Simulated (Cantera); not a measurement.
A closed system holds: 1 mol CS2, 4 mol H2O, equilibrated at 940 Pa.

Method: chemical equilibrium by Gibbs-energy minimisation in Cantera with the NASA 1993 tables (ideal gas, pure condensed phases). Candidate condensed phases: C, C6H6, C7H8, C8H18, H2O, H2SO4, S; 123 gas species. Rates play no part.

Q: At 2752 °C, list the 4 most abundant gas species with their mole fractions, and the condensed phases.

A: H 0.487, O 0.119, S 0.0990, CO 0.0858. Condensed: gas only.
